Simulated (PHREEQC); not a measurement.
Dissolve 0.002 mol Cu(BF4)2, 0.14 mol HCl and 0.00016 mol FeCl3 per kg of water at 25 °C and 50 atm. Closed to the air; pH follows from the charge balance.

Computed with PHREEQC (ion-association model, phreeqc.dat).

Precipitation was switched off in this run.

**Question.** Order these F species by the share of F that they hold, largest first: FeF2+, BF4-, HF, BF3OH-, FeF+2.

**Answer.** BF4- (53 %), HF (43 %), BF3OH- (2.1 %), FeF2+ (0.80 %), FeF+2 (0.53 %)

**Question.** Order these Cu species by the share of Cu that they hold, largest first: CuCl2, CuCl+, Cu+2.

**Answer.** Cu+2 (88 %), CuCl+ (12 %), CuCl2 (0.46 %)

The pH is 0.95 and the ionic strength 0.144 mol/kgw. Complexes and solids missing from the database can't appear. Under pressure, the constants of complexes without a molar volume in the database are unreliable. Real BF4- forms and hydrolyses slowly; the run takes it at equilibrium. Fluoro complexes past AlF4- and FeF3 are missing from the database.
